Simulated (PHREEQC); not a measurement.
Solution (25 °C): 2.1 mmol/kgw HF, 0.23 mmol/kgw CuSO4 and 49 mmol/kgw MnSO4. Closed to the air; pH follows from the charge balance.

Computed with PHREEQC (ion-association model, wateq4f.dat).

Question: The ionic strength comes out as 0.118 mol/kgw. What activity coefficients do CuF+, Cu+2, H+, F-, Mn+2 get?

Answer: CuF+ 0.77, Cu+2 0.38, H+ 0.82, F- 0.75, Mn+2 0.38.

Precipitation was switched off in this run.
